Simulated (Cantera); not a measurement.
A perfectly stirred reactor is fed with 6.67 % NH3, 93.3 % N2, at 1430 Torr; it is held at 2000 K, and followed from long to short residence time.

Cantera simulation using the gas-phase N/H chemistry of the illustrative SiF4/NH3 mechanism in the Surface Chemkin manual (1991); the numbers are that mechanism's predictions, not measurements. Walls and surfaces, which speed up NH3 decomposition in real reactors, are not modelled.

Question: Predict: x(NH3) at τ = 3.10 s; x(NH2) at τ = 3.10 s; x(N2) at τ = 3.10 s; x(H) at τ = 3.10 s; x(N2H2) at τ = 3.10 s; x(NH3) at τ = 0.140 s; x(NH2) at τ = 0.140 s; x(N2) at τ = 0.140 s; x(H) at τ = 0.140 s; x(N2H2) at τ = 0.140 s.

Answer: 
```
Quantity                  Result
----------------------  --------
x(NH3) at τ = 3.10 s     0.00107
x(NH2) at τ = 3.10 s     9.94e-6
x(N2) at τ = 3.10 s        0.907
x(H) at τ = 3.10 s      0.000295
x(N2H2) at τ = 3.10 s    1.63e-9
x(NH3) at τ = 0.140 s     0.0109
x(NH2) at τ = 0.140 s    6.05e-5
x(N2) at τ = 0.140 s       0.911
x(H) at τ = 0.140 s     0.000149
x(N2H2) at τ = 0.140 s   3.72e-8
```
